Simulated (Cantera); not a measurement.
Mixture: 4.88 % CH4, 0.166 % CO, 16.4 % O2, 78.6 % N2, at 2.57 atm, adiabatic and at constant volume. Ignition delay is the time to a rise of 400 K.

Computed with Cantera and GRI-Mech 3.0 (53 species, 325 reactions).

Task: At T0 = 1398 K, what is the delay, and which 8 reactions control it most (d ln τ / d ln k, from doubling and halving each rate constant)?

Result: The delay is 1.58 ms.
```tsv
reaction	d ln τ / d ln k	faster rate
CH3 + O2 <=> CH3O + O	-0.49	shortens it
2 CH3 (+M) <=> C2H6 (+M)	0.49	lengthens it
H + O2 <=> O + OH	-0.33	shortens it
CH4 + H <=> CH3 + H2	0.27	lengthens it
CH3 + O2 <=> CH2O + OH	-0.26	shortens it
CH3 + HO2 <=> CH3O + OH	-0.25	shortens it
CH2O + O2 <=> HCO + HO2	-0.18	shortens it
CH4 + OH <=> CH3 + H2O	0.15	lengthens it
```
